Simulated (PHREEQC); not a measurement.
Nickel, zinc or cadmium bath: an equilibrium model

Make-up at 25 °C: 0.022 mol ZnSO4, 0.00079 mol H3BO3 and 4.7e-05 mol FeSO4 per kg of water. Closed to the air; pH follows from the charge balance.

The numbers come from PHREEQC with the ion-association model, phreeqc.dat.

Each row changes one thing in this solution. Precipitation was switched off in this run.

```tsv
case	pH	ionic strength (mol/kgw)	SO4-2 (mol/kgw)	Fe+2 (mol/kgw)	FeSO4 (mol/kgw)	HSO4- (mol/kgw)	SI of Melanterite (FeSO4:7H2O)
as made	5.66	0.0532	0.0125	3.19e-5	1.51e-5	1.46e-6	-4.86
temperature from 25 to 10 °C	5.87	0.0546	0.0127	3.44e-5	1.26e-5	6.88e-7	-4.61
H3BO3 replaced by NaBF4 at the same molality	3.25	0.0548	0.0123	3.20e-5	1.47e-5	0.000371	-4.87
H3BO3 from 0.00079 to 0.00158 mol/kgw	5.65	0.0532	0.0125	3.19e-5	1.51e-5	1.51e-6	-4.86
H3BO3 left out	5.68	0.0532	0.0125	3.19e-5	1.51e-5	1.42e-6	-4.86
ZnSO4 left out	6.16	0.000187	4.67e-5	4.66e-5	3.41e-7	2.99e-9	-6.51
diluted 10-fold with water	5.94	0.00727	0.00181	4.05e-6	6.50e-7	1.56e-7	-6.23
```

Species that the database lacks are ignored. Constants without temperature data keep their 25 °C values here. Real BF4- forms and hydrolyses slowly; the run takes it at equilibrium. Fluoro complexes past AlF4- and FeF3 are missing from the database.
